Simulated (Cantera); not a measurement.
A freely propagating, adiabatic, planar premixed flame of H2 : O2 : N2 = 1 : 0.333 : 1.25 (molar parts), unburnt at 300 K and 488 Torr; mixture-averaged transport, grid criteria slope 0.08 and curve 0.16, no radiation.

Computed with Cantera and the H2/O2 subset of GRI-Mech 3.0, which has no nitrogen chemistry. Burning velocities carry a grid error of a few per cent, more on coarse grids.

x: mole fraction of selected species; z is measured from the peak of heat release.

```json
[
 {"z (mm)": "-1.72", "T (K)": "300", "u (m/s)": "3.02", "x H2": "0.387", "x O2": "0.129", "x H": "<1e-8", "x H2O": "<1e-8", "x OH": "<1e-8", "x H2O2": "<1e-8"},
 {"z (mm)": "-1.14", "T (K)": "300", "u (m/s)": "3.02", "x H2": "0.387", "x O2": "0.129", "x H": "<1e-8", "x H2O": "<1e-8", "x OH": "<1e-8", "x H2O2": "<1e-8"},
 {"z (mm)": "-0.858", "T (K)": "300", "u (m/s)": "3.02", "x H2": "0.387", "x O2": "0.129", "x H": "<1e-8", "x H2O": "<1e-8", "x OH": "<1e-8", "x H2O2": "<1e-8"},
 {"z (mm)": "-0.572", "T (K)": "300", "u (m/s)": "3.02", "x H2": "0.387", "x O2": "0.129", "x H": "<1e-8", "x H2O": "3.91e-8", "x OH": "<1e-8", "x H2O2": "<1e-8"},
 {"z (mm)": "-0.286", "T (K)": "310", "u (m/s)": "3.10", "x H2": "0.384", "x O2": "0.130", "x H": "5.82e-7", "x H2O": "0.000106", "x OH": "?", "x H2O2": "3.62e-6"},
 {"z (mm)": "-0.143", "T (K)": "572", "u (m/s)": "5.56", "x H2": "0.351", "x O2": "0.126", "x H": "0.00330", "x H2O": "0.0168", "x OH": "?", "x H2O2": "0.000117"},
 {"z (mm)": "0", "T (K)": "1032", "u (m/s)": "9.70", "x H2": "0.265", "x O2": "0.0978", "x H": "0.0316", "x H2O": "0.0855", "x OH": "?", "x H2O2": "9.93e-6"},
 {"z (mm)": "0.143", "T (K)": "1355", "u (m/s)": "12.6", "x H2": "0.167", "x O2": "0.0422", "x H": "0.0678", "x H2O": "0.191", "x OH": "?", "x H2O2": "1.86e-6"},
 {"z (mm)": "0.286", "T (K)": "1515", "u (m/s)": "14.0", "x H2": "0.124", "x O2": "0.0135", "x H": "0.0797", "x H2O": "0.244", "x OH": "?", "x H2O2": "1.28e-6"},
 {"z (mm)": "0.572", "T (K)": "1656", "u (m/s)": "15.2", "x H2": "0.117", "x O2": "0.00443", "x H": "0.0727", "x H2O": "0.263", "x OH": "0.00760", "x H2O2": "7.80e-7"},
 {"z (mm)": "1.14", "T (K)": "1793", "u (m/s)": "16.3", "x H2": "0.123", "x O2": "0.00291", "x H": "0.0576", "x H2O": "0.269", "x OH": "0.00818", "x H2O2": "4.18e-7"},
 {"z (mm)": "2.29", "T (K)": "1925", "u (m/s)": "17.3", "x H2": "0.129", "x O2": "0.00183", "x H": "0.0427", "x H2O": "0.276", "x OH": "0.00786", "x H2O2": "2.10e-7"},
 {"z (mm)": "4.58", "T (K)": "2038", "u (m/s)": "18.2", "x H2": "0.134", "x O2": "0.000978", "x H": "0.0296", "x H2O": "0.282", "x OH": "?", "x H2O2": "1.07e-7"}
]
```

Q: What belongs in the gaps?

A: 
- -0.286, x OH: 4.55e-6
- -0.143, x OH: 0.00115
- 0, x OH: 0.00154
- 0.143, x OH: 0.00445
- 0.286, x OH: 0.00625
- 4.58, x OH: 0.00666
